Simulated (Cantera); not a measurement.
Source: NASA polynomial tables (part measured, part estimated), evaluated in Cantera. Values are per mole of reaction as written; species without (g) are pure solids or liquids, kept so even where they would boil at 1 bar.

### Question
Between 1875 and 2375 K, where is each reaction favourable under standard conditions?
- 4 NO2(g) + 3 C → 2 N2O(g) + 3 CO2(g)
- C + 2 NO(g) → CO(g) + N2O(g)

### Answer
- 4 NO2(g) + 3 C → 2 N2O(g) + 3 CO2(g): ΔG° is -1357 kJ at 1875 K and -1411 kJ at 2375 K; it stays negative (K > 1). ΔH° is -1158 kJ and ΔS° 107 J/K at 2375 K.
- C + 2 NO(g) → CO(g) + N2O(g): ΔG° is -193 kJ at 1875 K and -187 kJ at 2375 K; it stays negative (K > 1). ΔH° is -213 kJ and ΔS° -11 J/K at 2375 K.
